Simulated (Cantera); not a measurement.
Feed: 1 mol CH3SiH3, 4.7 mol H2, equilibrated at 4.40 mbar.

Equilibrium computed with Cantera from the NASA thermochemical tables; the gas is ideal and each condensed phase is pure. Candidate condensed phases: C, C6H6, C7H8, C8H18, Si, SiC; 87 gas species. The feed counts by its element totals alone. Kinetics and transport are ignored. All values below are at 1427 °C.

Base state: H2 0.998, H 0.00222 (mole fractions); condensed: SiC(s).

Problem. What changes in the equilibrium state with this change: CH3SiH3 replaced by SiH4?

Solution. 
```csv
species,before,after
H2,0.998,0.998
H,0.00222,0.00222
Si,8.98e-6,0.000154
SiH,9.21e-7,1.58e-5
SiH2,8.25e-7,1.42e-5
"SiC(s), mol",1.000,0
"Si(l), mol",0,0.999
```
Gases not in the tables: Si2H6 and higher silanes.
